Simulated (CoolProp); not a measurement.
A closed Brayton cycle with dry air: compressor inlet 331.15 K and 0.95 MPa, high pressure 3.05 MPa, turbine inlet 890 K, compressor efficiency 0.89, turbine efficiency 0.85, recuperator effectiveness 0.9 (on enthalpy, no pinch check). Each further row changes one setting.

Model: reference Helmholtz-energy equation of state, Lemmon 2000, in CoolProp. It is a pseudo-pure fit of the blend.

```tsv
case	thermal efficiency (%)	net work (kJ/kg)	compressor to turbine work	compressor exit (K)	turbine exit (K)
as stated	29.3	71.3	0.68	477.5	690.7
turbine inlet 840 K	___	58.7	___	477.5	650.3
compressor inlet 341.15 K	___	66.8	0.70	___	690.7
high pressure 2.59 MPa	30.9	68.4	0.65	___	___
recuperator effectiveness 0.5	21.4	71.3	0.68	477.5	690.7
```

Task: Some entries are withheld; supply them.

Result: 
- turbine inlet 840 K, thermal efficiency (%): 25.9
- turbine inlet 840 K, compressor to turbine work: 0.72
- compressor inlet 341.15 K, thermal efficiency (%): 27.6
- compressor inlet 341.15 K, compressor exit (K): 491.6
- high pressure 2.59 MPa, compressor exit (K): 454.1
- high pressure 2.59 MPa, turbine exit (K): 715.5
